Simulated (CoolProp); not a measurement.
Vapour-liquid equilibrium of methanol (1) + toluene (2) at 1340 kPa; x and y are mole fractions of (1).

Computed with CoolProp (multi-fluid Helmholtz-energy mixture model, de Reuck 1993 and Lemmon 2006; pair parameters Bell 2016).

```tsv
x	bubble temperature, mixture model (°C)	bubble temperature, Raoult's law (°C)	y, mixture model	y, Raoult's law
0.05	210.1	222.3	0.297	0.225
0.2	176.2	197.4	0.627	0.572
0.35	165.2	182.0	0.717	0.739
0.5	159.7	171.0	0.767	0.839
0.65	155.6	162.6	0.817	0.905
0.8	152.1	155.8	0.880	0.953
0.95	149.2	150.1	0.966	0.990
```

The largest gap from Raoult's law is -21.2 K in bubble temperature, at x = 0.2. No azeotrope shows between x = 0.05 and 0.95.

The pair parameters rest on a limited set of measurements; away from them the model extrapolates. With so large a gap from Raoult's law the liquid may split in two, which this calculation doesn't test in full.
